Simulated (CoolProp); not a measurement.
Model: reference Helmholtz-energy equation of state, Penoncello 2003, in CoolProp.

Task: Give the vapour pressure (MPa), liquid cp (kJ/(kg K)), vapour Z of saturated CHF3 (R23) at -85.05, -71.05, -61.75 °C.

Result: 
| T (°C) | p (MPa) | liquid cp (kJ/(kg K)) | vapour Z |
|---|---|---|---|
| -85.05 | 0.0848 | 1.23 | 0.962 |
| -71.05 | 0.184 | 1.26 | 0.938 |
| -61.75 | 0.288 | 1.28 | 0.917 |
